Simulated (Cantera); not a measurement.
Feed: 1 mol Si, 0.03 mol CO2, 49 mol N2, at 27.0 Pa.

These are equilibrium values from Cantera (NASA tables, ideal gas, pure condensed phases), not measurements of a reactor. Candidate condensed phases: C, Si, SiC, SiO2, Si2N2O, Si3N4; 34 gas species. Mutual solubility and eutectic melting of coexisting phases are not modelled. The tables' values for SiN are old estimates; treat these amounts as uncertain. Equilibrium is a limit: real reactors are often held back by kinetics, nucleation or transport. All values below are at 1798 K.

Base state: N2 0.987, Si 0.0114, SiO 0.00110, Si2N 0.000134, Si2C 0.000120, CO 0.000113, SiN 8.31e-5, Si2 6.86e-5 (mole fractions); condensed: Si(l) + SiC(s).

**Question.** What changes in the equilibrium state with this change: pressure from 27.0 Pa to 22.0 bar?

**Answer.** 
```
species           before     after
--------------  --------  --------
N2                 0.987     0.999
CO              0.000113  0.000620
SiO              0.00110   1.05e-6
Si                0.0114     <1e-9
Si2N            0.000134     <1e-9
Si2C            0.000120     <1e-9
Si2              6.86e-5     <1e-9
SiN              8.31e-5   1.56e-9
Si3              1.63e-5     <1e-9
Si(l), mol         0.321         0
SiC(s), mol       0.0184         0
Si2N2O(s), mol         0    0.0300
Si3N4(s), mol          0     0.313
```

**Question.** What changes in the equilibrium state with this change: Si replaced by Fe?

**Answer.** 
```tsv
species	before	after
N2	0.987	0.979
Fe	0	0.0197
CO	0.000113	0.000438
Si	0.0114	0
SiO	0.00110	0
FeO	0	0.000320
CO2	<1e-9	0.000161
Si2N	0.000134	0
Si2C	0.000120	0
Si(l), mol	0.321	0
SiC(s), mol	0.0184	0
```
Further candidate phases: Fe, Fe(CO)5, FeO, Fe2O3, Fe3O4.
